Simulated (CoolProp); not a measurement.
100 sccm (0 °C, 1 atm) of nitrogen bubbles through liquid benzene at 295.3 K and leaves saturated at a total pressure of 0.15 MPa (ideal gas phase). Each further row changes one setting.

Values from CoolProp's reference Helmholtz-energy equation of state, Thol 2012.

| case | vapour pressure (kPa) | mole fraction of vapour | delivery (mg/min) | delivery (sccm) | change of delivery for a bath 1 K warmer (%) |
|---|---|---|---|---|---|
| as stated | 11.1 | 0.0741 | (withheld) | (withheld) | (withheld) |
| bath temperature 300.3 K | (withheld) | 0.0934 | (withheld) | 10.3 | 5.1 |
| total pressure 0.3 MPa | 11.1 | 0.0370 | (withheld) | (withheld) | 5.0 |

Some entries are withheld; supply them.


- as stated, delivery (mg/min): 27.9
- as stated, delivery (sccm): 8.00
- as stated, change of delivery for a bath 1 K warmer (%): 5.2
- bath temperature 300.3 K, vapour pressure (kPa): 14.0
- bath temperature 300.3 K, delivery (mg/min): 35.9
- total pressure 0.3 MPa, delivery (mg/min): 13.4
- total pressure 0.3 MPa, delivery (sccm): 3.85
